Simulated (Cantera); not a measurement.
Feed: 1 mol Si2Cl6, 17 mol N2, 11 mol NH3, at 0.000210 bar.

Method: chemical equilibrium by Gibbs-energy minimisation in Cantera with the NASA 1993 tables (ideal gas, pure condensed phases). Candidate condensed phases: NH4Cl, Si, Si3N4; 28 gas species. The feed counts by its element totals alone. Kinetics and transport are ignored.

Q: Which condensed phases are stable at each of these points (T (K)): 1648, 1723, 1798, 1873, 1948, 2023, 2098?

A: 
| T (K) | condensed phases | Si condensed (%) |
|---|---|---|
| 1648 | Si(s) | 13.6 |
| 1723 | Si(l) | 6.0 |
| 1798 | gas only | 0.0 |
| 1873 | gas only | 0.0 |
| 1948 | gas only | 0.0 |
| 2023 | gas only | 0.0 |
| 2098 | gas only | 0.0 |

At 1648 K the condensed part is Si(s). At 1723 K the condensed part is Si(l). From 1798 K to 2098 K nothing is condensed.
